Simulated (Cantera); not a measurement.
Input (Python, Cantera) and output of one run.

```python
import numpy as np
import cantera as ct

gas_names = """
    H HNO HNO2 HNO3 HO2 H2 H2O H2O2 H2S H2SO4 N NH NH2 NH3 NH2OH NO NO2 NO3 N2 N2H2 N2H4 N2O O OH O2 O3
    S SH SN SO SO2 SO3 S2 S2O S8
""".split()
cond_names = """
    H2O(s) H2O(L) H2SO4(L) S(cr1) S(cr2) S(L)
""".split()


# ... load() reads the species with a 1 bar reference pressure and builds the phases ...
atoms = {
    'SO2': {'S': 1, 'O': 2},
    'H2': {'H': 2},
    'N2': {'N': 2},
}
top_T = {}  # K; cautious upper limits of use, not melting points


# ... equilibrate(T, P, feed) seeds the gas with the atoms and calls Mixture.equilibrate('TP', solver="vcs", rtol=1e-11, max_steps=5000) ...
results = []
feed = {'SO2': 1, 'H2': 3.2, 'N2': 0.25}  # mol
T = 1873.15  # K
P = 3800000  # Pa
mix = equilibrate(T, P, feed)
results.append((T, P, feed, dict(zip(mix.species_names, mix.species_moles))))
print(gas.report(threshold=0.0001))
for i in range(1, mix.n_phases):
    print(f"{mix.phase(i).name:16s} {mix.phase_moles(i):12.5e} mol")
```

Result:

```
       temperature   1873.2 K
          pressure   3.8e+06 Pa
           density   5.1941 kg/m^3
  mean mol. weight   21.288 kg/kmol
   phase of matter   gas

                          1 kg             1 kmol
                     ---------------   ---------------
          enthalpy       -3.0781e+06       -6.5527e+07  J
   internal energy       -3.8097e+06       -8.1101e+07  J
           entropy             11044         2.351e+05  J/K
    Gibbs function       -2.3765e+07        -5.059e+08  J
 heat capacity c_p            2207.8             47000  J/K
 heat capacity c_v            1817.3             38686  J/K

                      mass frac. Y      mole frac. X     chem. pot. / RT
                     ---------------   ---------------   ---------------
                H2          0.015669           0.16545           -17.435
               H2O           0.45158           0.53362           -39.705
               H2S           0.28415           0.17751           -28.939
                N2          0.090341           0.06865           -25.763
                SH          0.006814         0.0043866           -20.222
                SO         0.0020332        0.00090062           -33.773
               SO2          0.020834         0.0069236           -56.043
                S2           0.12513          0.041543           -23.008
               S2O         0.0033505        0.00089022           -45.278
     [  +26 minor]        9.1209e-05        0.00011448

S(L)              0.00000e+00 mol
```

These are equilibrium values from Cantera (NASA tables, ideal gas, pure condensed phases), not measurements of a reactor. The ideal-gas law is rough above about 30 bar.
